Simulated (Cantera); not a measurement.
A closed system holds: 1 mol BN, a varied amount of HCl, equilibrated at 1698 K and 10.0 mbar.

Cantera equilibrium calculation (NASA polynomials, part measured and part estimated; ideal gas, pure solids and liquids). Candidate condensed phases: B, BN, NH4Cl; 21 gas species. Gases not in the tables: BHCl2. Kinetics and transport are ignored.

**Question.** What share of the B ends up in condensed phases as a function of n(HCl) (mol), at 1.2, 1.9, 2.9, 4.5, 6.9, 11, 16, 25, 39?

**Answer.** 
```tsv
n(HCl) (mol)	B condensed (%)	as
1.2	91.4	BN(s)
1.9	86.4	BN(s)
2.9	79.2	BN(s)
4.5	67.8	BN(s)
6.9	50.6	BN(s)
11	21.2	BN(s)
16	0.0	-
25	0.0	-
39	0.0	-
```
